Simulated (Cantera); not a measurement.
Input: 1 mol S, 3.6 mol H2O, 2.1 mol O2, equilibrated at 2748 K and 0.100 bar.

Method: chemical equilibrium by Gibbs-energy minimisation in Cantera with the NASA 1993 tables (ideal gas, pure condensed phases). Candidate condensed phases: H2O, H2SO4, S; 19 gas species. The numbers say what is thermodynamically allowed, not how fast it happens.

Base state: H2O 0.415, O2 0.167, SO2 0.131, OH 0.100, H2 0.0571, O 0.0569, H 0.0513, SO 0.0208 (mole fractions); condensed: gas only.

Task: What changes in the equilibrium state with this change: temperature from 2748 K to 1875 K?

Result: 
| species | before | after |
|---|---|---|
| H2O | 0.415 | 0.628 |
| O2 | 0.167 | 0.192 |
| SO2 | 0.131 | 0.175 |
| OH | 0.100 | 0.00464 |
| H2 | 0.0571 | 0.000478 |
| H | 0.0513 | 4.53e-5 |
| SO | 0.0208 | 5.61e-5 |
| O | 0.0569 | 0.000333 |
| S | 0.000757 | 6.63e-9 |
| SH | 0.000120 | 1.83e-9 |

Task: What changes in the equilibrium state with this change: temperature from 2748 K to 2473.15 K?

Result: 
| species | before | after |
|---|---|---|
| H2O | 0.415 | 0.551 |
| O2 | 0.167 | 0.179 |
| SO2 | 0.131 | 0.162 |
| OH | 0.100 | 0.0533 |
| H | 0.0513 | 0.0103 |
| SO | 0.0208 | 0.00576 |
| O | 0.0569 | 0.0170 |
| H2 | 0.0571 | 0.0215 |
| S | 0.000757 | 5.22e-5 |
| SH | 0.000120 | 1.03e-5 |
| SO3 | 2.10e-5 | 4.20e-5 |
| HO2 | 2.49e-5 | 1.57e-5 |

Task: What changes in the equilibrium state with this change: temperature from 2748 K to 1325 K?

Result: 
| species | before | after |
|---|---|---|
| H2O | 0.415 | 0.632 |
| O2 | 0.167 | 0.192 |
| SO2 | 0.131 | 0.173 |
| OH | 0.100 | 6.10e-5 |
| H2 | 0.0571 | 6.12e-7 |
| H | 0.0513 | 4.05e-9 |
| SO | 0.0208 | 1.79e-8 |
| O | 0.0569 | 3.82e-7 |
| S | 0.000757 | <1e-9 |
| SH | 0.000120 | <1e-9 |
